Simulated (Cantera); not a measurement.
An isothermal, constant-pressure homogeneous reactor starts with C3H8 : H2 : N2 = 1 : 2.9 : 0.006 (molar parts), at 1698 K and 0.133 bar.

Computed with Cantera and GRI-Mech 3.0 (53 species, 325 reactions). GRI-Mech 3.0 was tuned for natural gas; its chemistry of propane as a main component is partial and can be far from experiment. GRI-Mech 3.0 stops at C3 and has no aromatics, soot or wall deposition, so with more carbon than oxygen in the feed, carbon stays in small species such as C2H2 where larger ones or solid carbon would form.

One state of this run: x C3H8 = 3.04e-11; x H2 = 0.777; x C2H6 = 2.59e-7; x C2H4 = 0.00109; x CH3 = 5.01e-5. x: mole fraction; the columns are a selection and need not sum to one.

Q: Which value of t (s) does it belong to?
A. 6.55e-5
B. 30.5
C. 0.00754
D. 0.869

A: B, 30.5
